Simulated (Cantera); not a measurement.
## Premixed flame

A freely propagating, adiabatic, planar premixed flame of 44.7 % H2, 13.2 % O2, 42.1 % N2, unburnt at 475 K and 100.0 Torr; mixture-averaged transport, grid criteria slope 0.08 and curve 0.16, no radiation.

Model: the H2/O2 subset of GRI-Mech 3.0, which has no nitrogen chemistry, integrated in Cantera. Burning velocities carry a grid error of a few per cent, more on coarse grids.

```json
[
 {"z (mm)": "-16.4", "T (K)": "475", "u (m/s)": "5.25", "x H2": "0.447", "x O2": "0.132", "x OH": "<1e-8", "x H2O": "<1e-8", "x H2O2": "<1e-8", "x O": "<1e-8"},
 {"z (mm)": "-10.9", "T (K)": "475", "u (m/s)": "5.25", "x H2": "0.447", "x O2": "0.132", "x OH": "<1e-8", "x H2O": "<1e-8", "x H2O2": "<1e-8", "x O": "<1e-8"},
 {"z (mm)": "-8.21", "T (K)": "475", "u (m/s)": "5.25", "x H2": "0.447", "x O2": "0.132", "x OH": "<1e-8", "x H2O": "<1e-8", "x H2O2": "<1e-8", "x O": "<1e-8"},
 {"z (mm)": "-5.47", "T (K)": "475", "u (m/s)": "5.25", "x H2": "0.447", "x O2": "0.132", "x OH": "<1e-8", "x H2O": "<1e-8", "x H2O2": "<1e-8", "x O": "<1e-8"},
 {"z (mm)": "-2.74", "T (K)": "483", "u (m/s)": "5.34", "x H2": "0.446", "x O2": "0.131", "x OH": "3.69e-5", "x H2O": "0.000394", "x H2O2": "1.33e-6", "x O": "5.90e-6"},
 {"z (mm)": "-1.37", "T (K)": "656", "u (m/s)": "7.14", "x H2": "0.419", "x O2": "0.127", "x OH": "0.000408", "x H2O": "0.0143", "x H2O2": "2.83e-6", "x O": "0.000180"},
 {"z (mm)": "0", "T (K)": "1088", "u (m/s)": "11.5", "x H2": "0.266", "x O2": "0.0766", "x OH": "0.00237", "x H2O": "0.122", "x H2O2": "3.64e-7", "x O": "0.00552"},
 {"z (mm)": "1.37", "T (K)": "1359", "u (m/s)": "14.2", "x H2": "0.149", "x O2": "0.0112", "x OH": "0.00499", "x H2O": "0.246", "x H2O2": "3.32e-7", "x O": "0.00601"},
 {"z (mm)": "2.74", "T (K)": "1460", "u (m/s)": "15.2", "x H2": "0.144", "x O2": "0.00467", "x OH": "0.00604", "x H2O": "0.260", "x H2O2": "2.92e-7", "x O": "0.00504"},
 {"z (mm)": "5.47", "T (K)": "1576", "u (m/s)": "16.2", "x H2": "0.152", "x O2": "0.00379", "x OH": "0.00739", "x H2O": "0.263", "x H2O2": "2.32e-7", "x O": "0.00478"},
 {"z (mm)": "10.9", "T (K)": "1711", "u (m/s)": "17.4", "x H2": "0.162", "x O2": "0.00312", "x OH": "0.00865", "x H2O": "0.267", "x H2O2": "1.47e-7", "x O": "0.00422"},
 {"z (mm)": "21.9", "T (K)": "1854", "u (m/s)": "18.7", "x H2": "0.172", "x O2": "0.00232", "x OH": "0.00941", "x H2O": "0.272", "x H2O2": "7.95e-8", "x O": "0.00334"},
 {"z (mm)": "43.8", "T (K)": "1995", "u (m/s)": "19.9", "x H2": "0.181", "x O2": "0.00154", "x OH": "0.00933", "x H2O": "0.278", "x H2O2": "4.13e-8", "x O": "0.00233"}
]
```
x: mole fraction of selected species; z is measured from the peak of heat release.

| Property | Value |
|---|---|
| laminar burning velocity | 525 cm/s |
| thermal thickness | 5.47 mm |
| peak x(OH) | 0.00949 |
| peak x(H2O2) | 3.98e-6 |
| peak x(O) | 0.00732 |
| grid points | 146 |
